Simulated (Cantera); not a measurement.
Charge: 1 mol HI, 6.7 mol H2O, 6.2 mol N2, at 3200 °C and 0.133 bar.

These are equilibrium values from Cantera (NASA tables, ideal gas, pure condensed phases), not measurements of a reactor. Candidate condensed phases: H2O, I2; 27 gas species. Equilibrium is a limit: real reactors are often held back by kinetics, nucleation or transport.

Base state: H 0.385, N2 0.250, O 0.165, H2 0.0641, OH 0.0471, I 0.0411, H2O 0.0173, O2 0.0172 (mole fractions); condensed: gas only.

Problem. What changes in the equilibrium state with this change: pressure from 0.133 bar to 1 atm?

Solution. 
```json
[
 {"species": "N2", "before": "0.250", "after": "0.314"},
 {"species": "H", "before": "0.385", "after": "0.192"},
 {"species": "H2", "before": "0.0641", "after": "0.121"},
 {"species": "H2O", "before": "0.0173", "after": "0.115"},
 {"species": "O", "before": "0.165", "after": "0.0766"},
 {"species": "OH", "before": "0.0471", "after": "0.0828"},
 {"species": "O2", "before": "0.0172", "after": "0.0280"},
 {"species": "NO", "before": "0.0126", "after": "0.0180"},
 {"species": "I", "before": "0.0411", "after": "0.0509"},
 {"species": "HO2", "before": "3.44e-6", "after": "2.13e-5"},
 {"species": "HI", "before": "0.000249", "after": "0.00117"},
 {"species": "N", "before": "0.000267", "after": "0.000108"}
]
```
